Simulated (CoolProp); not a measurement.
Vapour-liquid equilibrium of diethyl ether (1) + benzene (2) at 112.55 °C; x and y are mole fractions of (1).

The numbers come from the multi-fluid Helmholtz-energy mixture model, Thol 2014 and Thol 2012; pair parameters Bell 2016 in CoolProp.

| x | bubble pressure (kPa) | y at the bubble point | dew pressure at overall composition x (kPa) | liquid density (mol/L) |
|---|---|---|---|---|
| 0.05 | 278.6 | 0.140 | 259.4 | 9.842 |
| 0.125 | 321.6 | 0.305 | 275.1 | 9.705 |
| 0.2 | 364.8 | 0.431 | 292.8 | 9.567 |
| 0.275 | 408.2 | 0.532 | 312.9 | 9.428 |
| 0.35 | 452.0 | 0.615 | 335.9 | 9.288 |
| 0.425 | 496.3 | 0.684 | 362.4 | 9.146 |
| 0.5 | 541.2 | 0.744 | 393.4 | 9.002 |
| 0.575 | 586.7 | 0.795 | 429.8 | 8.855 |
| 0.65 | 633.0 | 0.841 | 473.3 | 8.706 |
| 0.725 | 680.2 | 0.881 | 526.1 | 8.553 |
| 0.8 | 728.4 | 0.917 | 591.1 | 8.396 |
| 0.875 | 777.8 | 0.950 | 672.7 | 8.235 |
| 0.95 | 828.4 | 0.981 | 777.0 | 8.067 |

No azeotrope shows between x = 0.05 and 0.95.

The pair parameters rest on a limited set of measurements; away from them the model extrapolates.
